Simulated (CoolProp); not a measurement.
A simple Rankine cycle with water: condensing at 290.15 K, boiler at 0.597 MPa, turbine inlet 433.8 K, turbine efficiency 0.8, pump efficiency 0.6, no recuperator. Each further row changes one setting.

Computed with CoolProp (reference Helmholtz-energy equation of state, Wagner 2002).

| case | thermal efficiency (%) | net work (kJ/kg) | heat in (kJ/kg) | turbine exit temperature (K) | volume ratio over the turbine |
|---|---|---|---|---|---|
| as stated | ? | ? | 2690 | 290.1 | ? |
| turbine inlet 453.8 K | 23.8 | 650 | ? | 290.1 | 173 |
| condensing temperature 282.15 K | ? | ? | 2720 | 282.2 | ? |
| boiler pressure 0.418 MPa | 22.4 | 605 | 2700 | 290.1 | 127 |
| turbine efficiency 0.7 | 20.7 | 558 | 2690 | 290.1 | ? |

**Question.** Complete the blanks.

**Answer.** 
- as stated, thermal efficiency (%): 23.7
- as stated, net work (kJ/kg): 637
- as stated, volume ratio over the turbine: 180
- turbine inlet 453.8 K, heat in (kJ/kg): 2740
- condensing temperature 282.15 K, thermal efficiency (%): 25.0
- condensing temperature 282.15 K, net work (kJ/kg): 680
- condensing temperature 282.15 K, volume ratio over the turbine: 293
- turbine efficiency 0.7, volume ratio over the turbine: 187

The expansion ends wet for: as stated; turbine inlet 453.8 K; condensing temperature 282.15 K; boiler pressure 0.418 MPa; turbine efficiency 0.7.
